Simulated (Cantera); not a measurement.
A Cantera script and what it prints.

```python
import numpy as np
import cantera as ct

gas_names = [...]  # 113 gases of nasa_gas.yaml made of C, H, O, Pb
cond_names = """
    C(gr) C6H6(L) C7H8(L) C8H18(L),n-octa H2O(s) H2O(L) Pb(cr) Pb(L) PbO(rd) PbO(yw) PbO(L) PbO2(s)
    Pb3O4(s)
""".split()


# ... load() reads the species with a 1 bar reference pressure and builds the phases ...
atoms = {
    'PbO': {'Pb': 1, 'O': 1},
    'CO': {'C': 1, 'O': 1},
    'H2': {'H': 2},
}
top_T = {'C(gr)': 4500, 'Pb3O4(s)': 820}  # K; cautious upper limits of use, not melting points


# ... equilibrate(T, P, feed) seeds the gas with the atoms and calls Mixture.equilibrate('TP', solver="vcs", rtol=1e-11, max_steps=5000) ...
results = []
feed = {'PbO': 1, 'CO': 0.82, 'H2': 11}  # mol
T = 1623.15  # K
P = 900000  # Pa
mix = equilibrate(T, P, feed)
results.append((T, P, feed, dict(zip(mix.species_names, mix.species_moles))))
x = sorted(zip(gas.X, gas.species_names), reverse=True)
print(f"T = {T:g} K  P = {P:g} Pa  gas = {mix.phase_moles(0):.4g} mol")
print("   x: " + "  ".join(f"{s} {v:.3e}" for v, s in x if v > 0.001))
print("   condensed (mol): " + ("  ".join(f"{mix.phase(i).name} {mix.phase_moles(i):.4g}"
      for i in range(1, mix.n_phases) if mix.phase_moles(i) > 1e-12) or "none"))
```

Output:

```
T = 1623.15 K  P = 900000 Pa  gas = 11.92 mol
   x: H2 8.411e-01  H2O 8.187e-02  CO 6.668e-02  Pb 8.162e-03  CO2 2.093e-03
   condensed (mol): Pb(L) 0.9026
```

These are equilibrium values from Cantera (NASA tables, ideal gas, pure condensed phases), not measurements of a reactor.
